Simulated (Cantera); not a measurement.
Catalytic stagnation flow on Pt

A jet of 8.52 % CH₄, 6.26 % O₂, 85.2 % N₂ at 300 K and 0.0680 bar hits a platinum plate 5.9 cm away at a mass flux of 0.064 kg/m²/s; the plate temperature is set and raised in steps from an oxygen-covered start.

Detailed kinetics in Cantera: Deutschmann's 1995 Pt surface mechanism with GRI-Mech 3.0 gas chemistry. Catalytic surfaces can have several steady states; this one follows from the mechanism file's or the stated starting coverage.

| plate T (K) | wall x CH₄ | wall x O₂ | wall x H₂O | wall x OH | wall x CO | wall x CO₂ | θ free Pt | θ H* | θ CO* | θ C* |
|---|---|---|---|---|---|---|---|---|---|---|
| 850 | 0.0536 | 0.0149 | 0.0539 | <1e-8 | 0.0330 | 1.69e-5 | 0.232 | 0.000955 | 0.114 | 0.653 |
| 900 | 0.0493 | 0.0133 | 0.0525 | <1e-8 | 0.0374 | 1.29e-5 | 0.259 | 0.00136 | 0.0579 | 0.682 |
| 950 | 0.0419 | 0.0106 | 0.0500 | <1e-8 | 0.0450 | 1.46e-5 | 0.305 | 0.00170 | 0.0389 | 0.654 |
| 1000 | 0.0312 | 0.00740 | 0.0455 | <1e-8 | 0.0559 | 2.38e-5 | 0.388 | 0.00207 | 0.0343 | 0.576 |
| 1050 | 0.0165 | 0.00378 | 0.0379 | <1e-8 | 0.0707 | 7.74e-5 | 0.576 | 0.00262 | 0.0454 | 0.376 |
x: mole fraction at the wall; θ: surface coverage.
